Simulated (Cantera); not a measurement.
**Low-pressure radical oxidation in H2/O2**

An isothermal, constant-pressure homogeneous reactor starts with H2 : O2 : N2 = 0.46 : 1 : 0.4 (molar parts), equivalence ratio 0.23, at 1450 K and 0.0158 atm.

Cantera simulation using the H2/O2 subset of GRI-Mech 3.0, which has no nitrogen chemistry; the numbers are that mechanism's predictions, not measurements. Radical loss at walls, strong at low pressure, is not modelled. The temperature is held fixed by assumption; the heat of reaction is taken as removed at once.

```json
[
 {"t (s)": "6.00e-5", "x H2": "0.247", "x O2": "0.538", "x O": "3.46e-7", "x H": "8.07e-7", "x HO2": "4.35e-7", "x OH": "2.88e-7"},
 {"t (s)": "0.000247", "x H2": "0.246", "x O2": "0.537", "x O": "0.000220", "x H": "0.000471", "x HO2": "1.84e-6", "x OH": "0.000181"},
 {"t (s)": "0.00102", "x H2": "0.0180", "x O2": "0.399", "x O": "0.0847", "x H": "0.0845", "x HO2": "4.45e-6", "x OH": "0.0202"},
 {"t (s)": "0.00420", "x H2": "0.0164", "x O2": "0.409", "x O": "0.0727", "x H": "0.0684", "x HO2": "4.71e-6", "x OH": "0.0196"},
 {"t (s)": "0.0173", "x H2": "0.00972", "x O2": "0.439", "x O": "0.0377", "x H": "0.0263", "x HO2": "5.18e-6", "x OH": "0.0156"},
 {"t (s)": "0.0714", "x H2": "0.00126", "x O2": "0.467", "x O": "0.00448", "x H": "0.00109", "x HO2": "2.73e-6", "x OH": "0.00578"},
 {"t (s)": "0.294", "x H2": "7.76e-5", "x O2": "0.472", "x O": "0.000274", "x H": "1.65e-5", "x HO2": "3.70e-7", "x OH": "0.00144"},
 {"t (s)": "1.21", "x H2": "9.02e-6", "x O2": "0.472", "x O": "3.20e-5", "x H": "6.56e-7", "x HO2": "1.28e-7", "x OH": "0.000493"},
 {"t (s)": "5.00", "x H2": "3.21e-6", "x O2": "0.472", "x O": "1.14e-5", "x H": "1.40e-7", "x HO2": "1.46e-7", "x OH": "0.000294"}
]
```
x: mole fraction; the columns are a selection and need not sum to one.

Equilibrium at this temperature and pressure: H2 3.09e-6, O2 0.472, O 1.10e-5, H 1.32e-7, HO2 1.47e-7, OH 0.000289 (gas phase only).
